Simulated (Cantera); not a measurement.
**NF3 + O2 + N2 + SO2 (abatement and gas-phase synthesis)**

A closed system holds: 1 mol NF3, 1.1 mol O2, a varied amount of N2, 0.061 mol SO2, at 3400 K and 1 atm.

Method: chemical equilibrium by Gibbs-energy minimisation in Cantera with the NASA 1993 tables (ideal gas, pure condensed phases). Candidate condensed phases: S; 35 gas species. Equilibrium is a limit: real reactors are often held back by kinetics, nucleation or transport.

```csv
n(N2) (mol),x N2,x F,x O,x O2,x NO,x SO2,x SO,x S
1.6,0.300,0.450,0.116,0.0944,0.0303,0.00460,0.00386,0.000607
2.4,0.372,0.401,0.107,0.0804,0.0311,0.00391,0.00356,0.000607
3.4,0.443,0.353,0.0979,0.0672,0.0311,0.00326,0.00325,0.000605
5,0.528,0.296,0.0865,0.0525,0.0300,0.00253,0.00284,0.000600
7.2,0.610,0.243,0.0750,0.0394,0.0279,0.00187,0.00243,0.000591
10,0.679,0.198,0.0645,0.0292,0.0253,0.00136,0.00205,0.000579
15,0.756,0.148,0.0520,0.0190,0.0216,0.000848,0.00159,0.000556
22,0.817,0.110,0.0413,0.0120,0.0178,0.000504,0.00119,0.000525
```
x: gas mole fraction; nothing condenses.

From 1.6 mol N2 to 22 mol N2 nothing is condensed.
